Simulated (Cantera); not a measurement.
An isothermal, constant-pressure homogeneous reactor starts with 0.990 % C2H6, 99.0 % N2, at 2000 K and 10.00 Torr.

Model: GRI-Mech 3.0 (53 species, 325 reactions), integrated in Cantera. GRI-Mech 3.0 stops at C3 and has no aromatics, soot or wall deposition, so with more carbon than oxygen in the feed, carbon stays in small species such as C2H2 where larger ones or solid carbon would form. Radical loss at walls, strong at low pressure, is not modelled.

Problem. Predict: x(CH4) at 90.0 s; x(H2) at 90.0 s; x(H) at 90.0 s; x(CH2) at 90.0 s; x(HCN) at 90.0 s; x(C2H2) at 90.0 s.

Solution. 
* **x(CH4) at 90.0 s**: 9.13e-9 (gas-phase equilibrium 1.36e-8)
* **x(H2) at 90.0 s**: 0.0184 (gas-phase equilibrium 0.0185)
* **x(H) at 90.0 s**: 0.00193 (gas-phase equilibrium 0.00193)
* **x(CH2) at 90.0 s**: 2.54e-9 (gas-phase equilibrium 3.77e-9)
* **x(HCN) at 90.0 s**: 0.000333 (gas-phase equilibrium 0.0179)
* **x(C2H2) at 90.0 s**: 0.00951 (gas-phase equilibrium 0.000710)
